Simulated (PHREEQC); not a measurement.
Consider water at 69 °C with 120 mmol/kgw H3PO4 and 18.5 mmol/kgw NaF. Closed to the air; pH follows from the charge balance.

All values are PHREEQC results (ion-association model, phreeqc.dat), not measurements.

pH: 1.88
ionic strength: 0.0340 mol/kgw
specific conductance: 14200 µS/cm
total alkalinity: -120 meq/kg

```tsv
species	molality	activity	log γ
H3PO4	0.0865	0.0872	0.003
H2PO4-	0.0335	0.0281	-0.077
Na+	0.0185	0.0154	-0.079
HF	0.0180	0.0181	0.003
H+	0.0155	0.0134	-0.066
F-	0.000467	0.000385	-0.084
HF2-	3.67e-5	3.05e-5	-0.081
NaF	3.38e-6	3.41e-6	0.003
```

Precipitation was switched off in this run. At this temperature some constants are extrapolated from 25 °C, and those without enthalpy data are left unchanged.
